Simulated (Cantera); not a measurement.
Charge: 1 mol PbO, 0.068 mol CO, 0.16 mol N₂, 0.37 mol H₂, at 0.510 bar.

Equilibrium computed with Cantera from the NASA thermochemical tables; the gas is ideal and each condensed phase is pure. Candidate condensed phases: C, C₆H₆, C₇H₈, C₈H₁₈, H₂O, Pb, PbO, PbO₂, Pb₃O₄; 139 gas species. Each liquid is taken as pure. Mutual solubility and eutectic melting of coexisting phases are not modelled. Gases not in the tables: (PbO)n polymers. Equilibrium is a limit: real reactors are often held back by kinetics, nucleation or transport.

Question: At 1350 K, list the 5 most abundant gas species with their mole fractions, and the condensed phases.

Answer: H₂O 0.611, N₂ 0.264, CO₂ 0.112, Pb 0.00959, PbO 0.00203. Condensed: Pb(l) + PbO(l).
